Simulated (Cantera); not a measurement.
Feed: 1 mol AlCl3, 1.9 mol H2O, 2.5 mol H2, equilibrated at 0.133 bar.

These are equilibrium values from Cantera (NASA tables, ideal gas, pure condensed phases), not measurements of a reactor. Candidate condensed phases: Al, AlCl3, Al2O3, H2O; 29 gas species. The numbers say what is thermodynamically allowed, not how fast it happens.

Problem. At 1798 K, list the 6 most abundant gas species with their mole fractions, and the condensed phases.

Solution. HCl 0.507, H2 0.423, H2O 0.0678, H 0.000627, Cl 0.000576, AlCl3 4.51e-5. Condensed: Al2O3(s).
